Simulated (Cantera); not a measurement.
Al + CO + N2 (metals in furnace atmospheres)

A closed system holds: 1 mol Al, 27 mol CO, 21 mol N2, at 1625 K.

Equilibrium computed with Cantera from the NASA thermochemical tables; the gas is ideal and each condensed phase is pure. Candidate condensed phases: Al, AlN, Al2O3, C; 32 gas species. Mutual solubility and eutectic melting of coexisting phases are not modelled. Equilibrium is a limit: real reactors are often held back by kinetics, nucleation or transport.

From 0.0750 Torr to 2.78 Torr the condensed part is AlN(s). At 16.5 Torr the condensed part is AlN(s) + Al2O3(s) + C(graphite). From 97.5 Torr to 22500 Torr the condensed part is Al2O3(s) + C(graphite).

```
P (Pa)   log p CO  log p N2  log p Al  log p CO2  n AlN(s)  n Al2O3(s)  n C(graphite)
-------  --------  --------  --------  ---------  --------  ----------  -------------
10          -4.25     -4.37     -6.32     -12.12     0.770           0              0
61          -3.46     -3.58     -6.71     -10.54     0.985           0              0
370         -2.68     -2.80     -7.11      -8.97     0.999           0              0
2200        -1.91     -2.02     -7.50      -7.43     0.713       0.144          0.431
13000       -1.15     -1.23     -8.64      -5.91         0       0.500           1.50
82000       -0.35     -0.43     -9.84      -4.31         0       0.500           1.50
500000       0.44      0.35    -11.01      -2.74         0       0.500           1.52
3000000      1.21      1.13      <-10      -1.19         0       0.500           1.60
```
log p: log10 of the partial pressure in bar; n: condensed amount in mol.
